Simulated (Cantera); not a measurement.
Input: 1 mol C2H5OH, 0.31 mol O2, 1.1 mol H2, equilibrated at 0.170 bar.

Equilibrium computed with Cantera from the NASA thermochemical tables; the gas is ideal and each condensed phase is pure. Candidate condensed phases: C, C6H6, C7H8, C8H18, H2O; 110 gas species. Kinetics and transport are ignored.

Problem. What share of the C ends up in condensed phases as a function of T (K), at 600, 675, 750, 825, 900, 975, 1050, 1125, 1200?

Solution. 
```tsv
T (K)	C condensed (%)	as
600	32.1	C(graphite)
675	41.0	C(graphite)
750	50.4	C(graphite)
825	49.0	C(graphite)
900	35.4	C(graphite)
975	24.0	C(graphite)
1050	20.1	C(graphite)
1125	19.1	C(graphite)
1200	18.9	C(graphite)
```
